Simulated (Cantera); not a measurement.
Cantera run:

```python
import numpy as np
import cantera as ct

gas_names = """
    H HNO HNO2 HNO3 HO2 H2 H2O H2O2 N NH NH2 NH3 NH2OH NO NO2 NO3 N2 N2H2 N2H4 N2O O OH O2 O3 Si SiH
    SiH2 SiH3 SiH4 SiN SiO SiO2 Si2 Si2N Si3
""".split()
cond_names = """
    H2O(s) H2O(L) Si(cr) Si(L) SiO2(Lqz) SiO2(hqz) SiO2(L) Si2N2O(s) Si3N4(a)
""".split()


# ... load() reads the species with a 1 bar reference pressure and builds the phases ...
atoms = {
    'Si3N4': {'Si': 3, 'N': 4},
    'H2O': {'H': 2, 'O': 1},
    'N2': {'N': 2},
}
top_T = {'Si2N2O(s)': 2100, 'Si3N4(a)': 2400}  # K; cautious upper limits of use, not melting points


# ... equilibrate(T, P, feed) seeds the gas with the atoms and calls Mixture.equilibrate('TP', solver="vcs", rtol=1e-11, max_steps=5000) ...
results = []
feed = {'Si3N4': 1, 'H2O': 3.2, 'N2': 0.49}  # mol
P = 48000  # Pa
for T in [773, 873, 973, 1073, 1173, 1273, 1373]:
    mix = equilibrate(T, P, feed)
    results.append((T, P, feed, dict(zip(mix.species_names, mix.species_moles))))
    x = sorted(zip(gas.X, gas.species_names), reverse=True)
    print(f"T = {T:g} K  P = {P:g} Pa  gas = {mix.phase_moles(0):.4g} mol")
    print("   x: " + "  ".join(f"{s} {v:.3e}" for v, s in x if v > 1e-05))
    print("   condensed (mol): " + ("  ".join(f"{mix.phase(i).name} {mix.phase_moles(i):.4g}"
          for i in range(1, mix.n_phases) if mix.phase_moles(i) > 1e-12) or "none"))
```

Result:

```
T = 773 K  P = 48000 Pa  gas = 4.754 mol
   x: H2 6.722e-01  N2 3.272e-01  NH3 5.994e-04  H2O 1.183e-05
   condensed (mol): SiO2(Lqz) 1.133  Si2N2O(s) 0.9334
T = 873 K  P = 48000 Pa  gas = 4.756 mol
   x: H2 6.725e-01  N2 3.272e-01  NH3 2.297e-04  H2O 2.584e-05
   condensed (mol): SiO2(hqz) 1.133  Si2N2O(s) 0.9334
T = 973 K  P = 48000 Pa  gas = 4.756 mol
   x: H2 6.726e-01  N2 3.272e-01  NH3 1.060e-04  H2O 4.719e-05
   condensed (mol): SiO2(hqz) 1.133  Si2N2O(s) 0.9334
T = 1073 K  P = 48000 Pa  gas = 4.756 mol
   x: H2 6.726e-01  N2 3.272e-01  H2O 7.644e-05  NH3 5.608e-05
   condensed (mol): SiO2(hqz) 1.133  Si2N2O(s) 0.9335
T = 1173 K  P = 48000 Pa  gas = 4.756 mol
   x: H2 6.726e-01  N2 3.272e-01  H2O 1.134e-04  NH3 3.294e-05
   condensed (mol): SiO2(hqz) 1.133  Si2N2O(s) 0.9335
T = 1273 K  P = 48000 Pa  gas = 4.756 mol
   x: H2 6.726e-01  N2 3.272e-01  H2O 1.575e-04  NH3 2.098e-05
   condensed (mol): SiO2(hqz) 1.133  Si2N2O(s) 0.9336
T = 1373 K  P = 48000 Pa  gas = 4.756 mol
   x: H2 6.726e-01  N2 3.272e-01  H2O 2.080e-04  NH3 1.425e-05
   condensed (mol): SiO2(hqz) 1.133  Si2N2O(s) 0.9337
```

Method: chemical equilibrium by Gibbs-energy minimisation in Cantera with the NASA 1993 tables (ideal gas, pure condensed phases). Mutual solubility and eutectic melting of coexisting phases are not modelled. The tables hold silica as quartz up to 1696 K and as liquid above; real silica turns to tridymite and cristobalite and melts near 1996 K.
